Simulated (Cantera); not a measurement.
Cantera run:

```python
import numpy as np
import cantera as ct

gas_names = """
    B BH BH2 BH3 BN BO BO2 B2 B2O B2O2 B2O3 B3O3H3 H HBO HBO2 HNO HNO2 HNO3 HO2 H2 H2O H2O2 H3B3O6 N NH
    NH2 NH3 NH2OH NO NO2 NO3 N2 N2H2 N2H4 N2O O OH O2 O3
""".split()
cond_names = """
    B(b) B(L) BN(s) B2O3(L) B3O3H3(cr) H2O(s) H2O(L)
""".split()


def load(file, names, dense=False):
    # The tables refer to 1 bar. Condensed volumes are neglected.
    table = {s.name: s for s in ct.Species.list_from_file(file)}
    out = []
    for n in names:
        d = dict(table[n].input_data)
        d["thermo"] = dict(d["thermo"], **{"reference-pressure": 1e5})
        if dense:
            d["equation-of-state"] = {"model": "constant-volume", "density": "1e6 g/cm^3"}
        out.append(ct.Species.from_dict(d))
    return out


gas = ct.Solution(thermo="ideal-gas", species=load("nasa_gas.yaml", gas_names))
cond = {s.name: ct.Solution(thermo="fixed-stoichiometry", species=[s], name=s.name)
        for s in load("nasa_condensed.yaml", cond_names, dense=True)}
atoms = {
    'B2O3': {'B': 2, 'O': 3},
    'H2': {'H': 2},
    'N2': {'N': 2},
}
top_T = {'BN(s)': 3200}  # K; cautious upper limits of use, not melting points


def equilibrate(T, P, feed):
    n = {}
    for name, mol in feed.items():
        for a, k in atoms[name].items():
            n[a] = n.get(a, 0.0) + k * mol
    gas.TPX = T, P, n
    mass = sum(n.values()) * gas.mean_molecular_weight
    gas.equilibrate("TP")
    valid = [c for c in cond.values() if c.min_temp <= T <= top_T.get(c.name, c.max_temp)]
    mix = ct.Mixture([(gas, mass / gas.mean_molecular_weight)] + [(c, 0.0) for c in valid])
    mix.T, mix.P = T, P
    mix.equilibrate("TP", solver="vcs", rtol=1e-11, max_steps=5000)
    return mix


results = []
feed = {'B2O3': 1, 'H2': 1.1, 'N2': 2.2}  # mol
T = 1900  # K
P = 3700  # Pa
mix = equilibrate(T, P, feed)
results.append((T, P, feed, dict(zip(mix.species_names, mix.species_moles))))
x = sorted(zip(gas.X, gas.species_names), reverse=True)
print(f"T = {T:g} K  P = {P:g} Pa  gas = {mix.phase_moles(0):.4g} mol")
print("   x: " + "  ".join(f"{s} {v:.3e}" for v, s in x if v > 0.001))
print("   condensed (mol): " + ("  ".join(f"{mix.phase(i).name} {mix.phase_moles(i):.4g}"
      for i in range(1, mix.n_phases) if mix.phase_moles(i) > 1e-12) or "none"))
```

Output:

```
T = 1900 K  P = 3700 Pa  gas = 4.313 mol
   x: N2 5.101e-01  H2 2.104e-01  B2O3 1.749e-01  HBO2 5.537e-02  HBO 2.895e-02  B2O2 1.270e-02  BO 4.170e-03  H 1.892e-03  H2O 1.551e-03
   condensed (mol): none
```

Method: chemical equilibrium by Gibbs-energy minimisation in Cantera with the NASA 1993 tables (ideal gas, pure condensed phases).
